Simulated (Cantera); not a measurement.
Charge: 1 mol Cu2O, 3.3 mol H2, equilibrated at 1675 K and 1.05 Torr.

Method: chemical equilibrium by Gibbs-energy minimisation in Cantera with the NASA 1993 tables (ideal gas, pure condensed phases). Candidate condensed phases: Cu, CuO, Cu(OH)2, Cu2O, H2O; 12 gas species. Rates play no part.

Base state: H2 0.638, H2O 0.278, Cu 0.0815, H 0.00248, Cu2 8.71e-5, OH 5.22e-5 (mole fractions); condensed: Cu(l).

What changes in the equilibrium state with this change: pressure from 1.05 Torr to 100 Torr?


| species | before | after |
|---|---|---|
| H2 | 0.638 | 0.696 |
| H2O | 0.278 | 0.303 |
| Cu | 0.0815 | 0.000856 |
| Cu2 | 8.71e-5 | 9.14e-7 |
| OH | 5.22e-5 | 5.58e-6 |
| H | 0.00248 | 0.000265 |
| Cu(l), mol | 1.71 | 2.00 |

What changes in the equilibrium state with this change: Cu2O replaced by NiS?


```tsv
species	before	after
H2	0.638	0.919
S2	0	0.0539
H2S	0	0.0136
H2O	0.278	0
Cu	0.0815	0
Ni	0	0.00124
SH	0	0.00671
S	0	0.00156
NiS	0	0.000696
Cu2	8.71e-5	0
OH	5.22e-5	0
Cu(l), mol	1.71	0
Ni(s), mol	0	0.181
Ni3S2(l), mol	0	0.271
```
Metal and sulfide melt together well below either melting point, which pure phases cannot show. Mutual solubility and eutectic melting of coexisting phases are not modelled. Further candidate phases: Ni, NiS, NiS2, Ni3S2, Ni3S4, S.
